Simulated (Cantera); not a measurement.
Cantera run:

```python
import numpy as np
import cantera as ct

gas_names = """
    AL ALH ALO ALOH ALO2 ALO2H AL2 AL2O AL2O2 H HALO HO2 H2 H2O H2O2 O OH O2 O3
""".split()
cond_names = """
    AL(cr) AL(L) AL2O3(a) AL2O3(L) H2O(s) H2O(L)
""".split()


# ... load() reads the species with a 1 bar reference pressure and builds the phases ...
atoms = {
    'Al2O3': {'AL': 2, 'O': 3},
    'H2': {'H': 2},
}
top_T = {}  # K; cautious upper limits of use, not melting points


# ... equilibrate(T, P, feed) seeds the gas with the atoms and calls Mixture.equilibrate('TP', solver="vcs", rtol=1e-11, max_steps=5000) ...
results = []
feed = {'Al2O3': 1, 'H2': 0.61}  # mol
P = 133.322  # Pa
for T in [1698, 1798, 1898, 1998, 2098, 2198, 2298, 2398]:
    mix = equilibrate(T, P, feed)
    results.append((T, P, feed, dict(zip(mix.species_names, mix.species_moles))))

top = {s: max(r[3][s] / sum(r[3][g] for g in gas_names) for r in results) for s in gas_names}
cols = sorted((s for s in top if top[s] > 1e-05), key=lambda s: -top[s])[:8]
seen = [c for c in cond_names if any(r[3].get(c, 0) > 1e-12 for r in results)]
print("log10 of partial pressures in bar; condensed amounts in mol")
print(f"{'T/K':>10s}" + "".join(f"{s[:9]:>10s}" for s in cols + seen))
for T, P, feed, n in results:
    ng = sum(n[g] for g in gas_names)
    print(f"{T:10.4g}" + "".join(f"{np.log10(max(n[s] / ng * P / 1e5, 1e-99)):10.3f}" for s in cols)
          + "".join(f"{n.get(c, 0):10.4g}" for c in seen))
```

Output:

```
log10 of partial pressures in bar; condensed amounts in mol
       T/K        H2         H       H2O        AL      AL2O        OH       ALO      ALOH  AL2O3(a)  AL2O3(L)
      1698    -2.877    -5.278    -7.226    -7.454    -8.614   -10.916   -11.093    -8.829         1         0
      1798    -2.879    -4.893    -6.696    -6.933    -7.985    -9.892   -10.061    -8.233         1         0
      1898    -2.885    -4.549    -6.225    -6.472    -7.430    -8.977    -9.141    -7.704    0.9999         0
      1998    -2.895    -4.242    -5.804    -6.062    -6.939    -8.154    -8.316    -7.235    0.9997         0
      2098    -2.914    -3.969    -5.431    -5.697    -6.505    -7.412    -7.572    -6.818    0.9993         0
      2198    -2.946    -3.727    -5.102    -5.375    -6.124    -6.740    -6.900    -6.452    0.9985         0
      2298    -2.999    -3.518    -4.820    -5.092    -5.792    -6.133    -6.291    -6.134    0.9967         0
      2398    -3.081    -3.343    -4.605    -4.854    -5.544    -5.605    -5.765    -5.892         0    0.9935
```

Cantera equilibrium calculation (NASA polynomials, part measured and part estimated; ideal gas, pure solids and liquids). The tables' values for AlOH are old estimates; treat these amounts as uncertain.
